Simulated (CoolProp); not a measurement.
Ammonia at 364.81 K and 7.55 MPa is throttled through a valve to 2.23 MPa with no heat exchange. Each further row changes one setting.

Computed with CoolProp (reference Helmholtz-energy equation of state, Gao 2020).

```tsv
case	temperature change (K)	final phase	final density (kg/m³)
as stated	___	two-phase, vapour fraction 0.198	77.6
outlet pressure 0.669 MPa	-79.2	two-phase, vapour fraction 0.334	___
outlet pressure 2.9 MPa	___	___	___
```

**Question.** Some entries are withheld; supply them.

**Answer.** 
- as stated, temperature change (K): -38.1
- outlet pressure 0.669 MPa, final density (kg/m³): 15.5
- outlet pressure 2.9 MPa, temperature change (K): -27.4
- outlet pressure 2.9 MPa, final phase: two-phase, vapour fraction 0.153
- outlet pressure 2.9 MPa, final density (kg/m³): 121
